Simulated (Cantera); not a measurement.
Cantera run:

```python
import numpy as np
import cantera as ct

gas_names = """
    CL CL2 N N2 Si SiCL SiCL2 SiCL3 SiCL4 SiN Si2 Si2N Si3
""".split()
cond_names = """
    Si(cr) Si(L) Si3N4(a)
""".split()


# ... load() reads the species with a 1 bar reference pressure and builds the phases ...
atoms = {
    'SiCl4': {'Si': 1, 'CL': 4},
    'Cl2': {'CL': 2},
    'N2': {'N': 2},
}
top_T = {'Si3N4(a)': 2400}  # K; cautious upper limits of use, not melting points


# ... equilibrate(T, P, feed) seeds the gas with the atoms and calls Mixture.equilibrate('TP', solver="vcs", rtol=1e-11, max_steps=5000) ...
results = []
feed = {'SiCl4': 1, 'Cl2': 0.074, 'N2': 230}  # mol
P = 1333.22  # Pa
for T in [1098, 1148, 1198, 1248, 1298, 1348, 1398, 1448, 1498, 1548, 1598, 1648]:
    mix = equilibrate(T, P, feed)
    results.append((T, P, feed, dict(zip(mix.species_names, mix.species_moles))))
    x = sorted(zip(gas.X, gas.species_names), reverse=True)
    print(f"T = {T:g} K  P = {P:g} Pa  gas = {mix.phase_moles(0):.4g} mol")
    print("   x: " + "  ".join(f"{s} {v:.3e}" for v, s in x if v > 1e-05))
    print("   condensed (mol): " + ("  ".join(f"{mix.phase(i).name} {mix.phase_moles(i):.4g}"
          for i in range(1, mix.n_phases) if mix.phase_moles(i) > 1e-12) or "none"))
```

Result:

```
T = 1098 K  P = 1333.22 Pa  gas = 231.1 mol
   x: N2 9.953e-01  SiCL4 4.327e-03  CL2 2.244e-04  CL 1.917e-04
   condensed (mol): none
T = 1148 K  P = 1333.22 Pa  gas = 231.1 mol
   x: N2 9.952e-01  SiCL4 4.327e-03  CL 3.020e-04  CL2 1.693e-04
   condensed (mol): none
T = 1198 K  P = 1333.22 Pa  gas = 231.1 mol
   x: N2 9.951e-01  SiCL4 4.326e-03  CL 4.206e-04  CL2 1.101e-04
   condensed (mol): none
T = 1248 K  P = 1333.22 Pa  gas = 231.1 mol
   x: N2 9.951e-01  SiCL4 4.325e-03  CL 5.195e-04  CL2 6.140e-05
   condensed (mol): none
T = 1298 K  P = 1333.22 Pa  gas = 231.1 mol
   x: N2 9.951e-01  SiCL4 4.319e-03  CL 5.862e-04  CL2 3.085e-05
   condensed (mol): none
T = 1348 K  P = 1333.22 Pa  gas = 231.2 mol
   x: N2 9.950e-01  SiCL4 4.299e-03  CL 6.372e-04  SiCL3 2.614e-05  CL2 1.540e-05
   condensed (mol): none
T = 1398 K  P = 1333.22 Pa  gas = 231.2 mol
   x: N2 9.949e-01  SiCL4 4.239e-03  CL 7.160e-04  SiCL3 8.027e-05
   condensed (mol): none
T = 1448 K  P = 1333.22 Pa  gas = 231.2 mol
   x: N2 9.948e-01  SiCL4 4.091e-03  CL 8.964e-04  SiCL3 1.985e-04  SiCL2 3.539e-05
   condensed (mol): none
T = 1498 K  P = 1333.22 Pa  gas = 231.3 mol
   x: N2 9.944e-01  SiCL4 3.809e-03  CL 1.267e-03  SiCL3 3.879e-04  SiCL2 1.261e-04
   condensed (mol): none
T = 1548 K  P = 1333.22 Pa  gas = 231.4 mol
   x: N2 9.938e-01  SiCL4 3.364e-03  CL 1.910e-03  SiCL3 6.283e-04  SiCL2 3.285e-04
   condensed (mol): none
T = 1598 K  P = 1333.22 Pa  gas = 231.7 mol
   x: N2 9.928e-01  CL 2.889e-03  SiCL4 2.743e-03  SiCL3 8.779e-04  SiCL2 6.955e-04
   condensed (mol): none
T = 1648 K  P = 1333.22 Pa  gas = 232 mol
   x: N2 9.915e-01  CL 4.207e-03  SiCL4 1.982e-03  SiCL2 1.263e-03  SiCL3 1.066e-03  CL2 1.124e-05
   condensed (mol): none
```

Method: chemical equilibrium by Gibbs-energy minimisation in Cantera with the NASA 1993 tables (ideal gas, pure condensed phases). The tables' values for SiCl3 are old estimates; treat these amounts as uncertain.
